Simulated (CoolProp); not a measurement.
Vapour-liquid equilibrium of ethane (1) + hydrogen chloride (2) at 4.22 bar; x and y are mole fractions of (1).

Model: multi-fluid Helmholtz-energy mixture model, Bücker 2006 and Thol 2018; pair parameters Bell 2016, in CoolProp.

| x | bubble temperature (°C) | y at the bubble point | dew temperature at overall composition x (°C) | liquid density (mol/L) |
|---|---|---|---|---|
| 0.05 | -58.9 | ? | -56.5 | 29.43 |
| 0.2 | -63.4 | 0.376 | -59.7 | 26.54 |
| 0.35 | -64.6 | 0.455 | -62.9 | 23.99 |
| 0.5 | -64.9 | 0.508 | -64.9 | 21.85 |
| 0.65 | ? | 0.569 | ? | 20.07 |
| 0.8 | ? | ? | -61.0 | ? |
| 0.95 | -59.5 | 0.878 | -58.2 | ? |

Problem. Fill in the missing entries.

Solution. 
- 0.05, y at the bubble point: 0.163
- 0.65, bubble temperature (°C): -64.7
- 0.65, dew temperature at overall composition x (°C): -63.6
- 0.8, bubble temperature (°C): -63.3
- 0.8, y at the bubble point: 0.670
- 0.8, liquid density (mol/L): 18.55
- 0.95, liquid density (mol/L): 17.16

y crosses x between x = 0.5 and 0.65: the model has an azeotrope there.

The pair parameters rest on a limited set of measurements; away from them the model extrapolates.
